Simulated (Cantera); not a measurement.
**BN + O2 + H2 (nitride etching)**

Input: 1 mol BN, 8.8 mol O2, a varied amount of H2, at 1175 °C and 0.100 bar.

Method: chemical equilibrium by Gibbs-energy minimisation in Cantera with the NASA 1993 tables (ideal gas, pure condensed phases). Candidate condensed phases: B, BN, B2O3, B3O3H3, H2O; 39 gas species. Gases not in the tables: H3BO3. The numbers say what is thermodynamically allowed, not how fast it happens.

From 0.64 mol H2 to 17 mol H2 the condensed part is B2O3(l). The share of B in condensed phases is highest at 0.64 mol H2 (88.9 %) and lowest at 17 mol H2 (12.8 %).

```
n(H2) (mol)   x H2O     x O2    x N2     x H2  x HBO2  x (HBO2)3      x NO      x OH  n B2O3(l)
-----------  ------  -------  ------  -------  ------  ---------  --------  --------  ---------
0.64         0.0655    0.866  0.0558  2.05e-7  0.0122    2.82e-5  0.000508  0.000100      0.445
2.7           0.257    0.668  0.0497  9.15e-7  0.0241   0.000219  0.000421  0.000186      0.375
4.8           0.416    0.508  0.0448  1.70e-6  0.0306   0.000450  0.000349  0.000221      0.321
6.9           0.546    0.376  0.0408  2.59e-6  0.0351   0.000678  0.000286  0.000235      0.272
9             0.656    0.267  0.0375  3.70e-6  0.0385   0.000892  0.000231  0.000237      0.225
11            0.745    0.178  0.0348  5.14e-6  0.0410    0.00108  0.000182  0.000228      0.182
13            0.822    0.101  0.0325  7.54e-6  0.0431    0.00125  0.000132  0.000208      0.139
15            0.890   0.0334  0.0304  1.42e-5  0.0448    0.00141   7.37e-5  0.000164     0.0962
17            0.876  2.57e-9  0.0280   0.0503  0.0445    0.00138   1.96e-8   2.71e-6     0.0639
```
x: gas mole fraction; n: condensed amount in mol.
